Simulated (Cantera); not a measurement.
**Chemical vapour transport: MgO + I2 + H2**

Charge: 1 mol MgO, a varied amount of I2, 0.041 mol H2, equilibrated at 1275 K and 7.50 Torr.

These are equilibrium values from Cantera (NASA tables, ideal gas, pure condensed phases), not measurements of a reactor. Candidate condensed phases: H2O, I2, Mg, MgI2, MgO, Mg(OH)2; 20 gas species. Equilibrium is a limit: real reactors are often held back by kinetics, nucleation or transport.

```csv
n(I2) (mol),log p I,log p HI,log p I2,log p H2,log p H2O,log p MgI2,log p H,n MgO(s)
0.15,-2.13,-2.77,-3.49,-3.36,-4.19,-4.19,-7.81,0.998
0.21,-2.10,-2.86,-3.43,-3.60,-4.28,-4.28,-7.93,0.998
0.3,-2.08,-2.98,-3.39,-3.87,-4.40,-4.40,-8.07,0.998
0.43,-2.06,-3.10,-3.35,-4.16,-4.52,-4.52,-8.21,0.998
0.61,-2.05,-3.23,-3.33,-4.44,-4.65,-4.65,-8.35,0.997
0.88,-2.04,-3.38,-3.31,-4.75,-4.80,-4.80,-8.51,0.997
1.3,-2.04,-3.53,-3.30,-5.08,-4.96,-4.96,-8.67,0.997
1.8,-2.03,-3.67,-3.29,-5.35,-5.09,-5.09,-8.81,0.997
```
log p: log10 of the partial pressure in bar; n: condensed amount in mol.

From 0.15 mol I2 to 1.8 mol I2 the condensed part is MgO(s). The main Mg-bearing gas is MgI2 throughout.
